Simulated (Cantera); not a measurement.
A closed system holds: 1 mol MgSO₄, 0.053 mol H₂, 0.015 mol H₂O, held at 350 °C and 1 atm.

Equilibrium computed with Cantera from the NASA thermochemical tables; the gas is ideal and each condensed phase is pure. Candidate condensed phases: H₂O, H₂SO₄, Mg, MgO, Mg(OH)₂, MgS, MgSO₄, S; 26 gas species. Gases not in the tables: S₃ to S₇. Kinetics and transport are ignored.

Base state: H₂O 0.805, H₂S 0.194, SO₂ 0.000329, S₂ 0.000239, H₂ 0.000143, S₈ 1.91e-5 (mole fractions); condensed: MgO(s) + MgSO₄(s).

**Question.** What changes in the equilibrium state with this change: pressure from 1 atm to 0.100 bar?

**Answer.** 
```json
[
 {"species": "H₂O", "before": "0.805", "after": "0.806"},
 {"species": "H₂S", "before": "0.194", "after": "0.188"},
 {"species": "SO₂", "before": "0.000329", "after": "0.00331"},
 {"species": "S₂", "before": "0.000239", "after": "0.00231"},
 {"species": "S₂O", "before": "2.73e-6", "after": "2.66e-5"},
 {"species": "S₈", "before": "1.91e-5", "after": "0.000161"},
 {"species": "H₂", "before": "0.000143", "after": "0.000142"},
 {"species": "MgO(s), mol", "before": "0.0133", "after": "0.0135"},
 {"species": "MgSO₄(s), mol", "before": "0.987", "after": "0.986"}
]
```
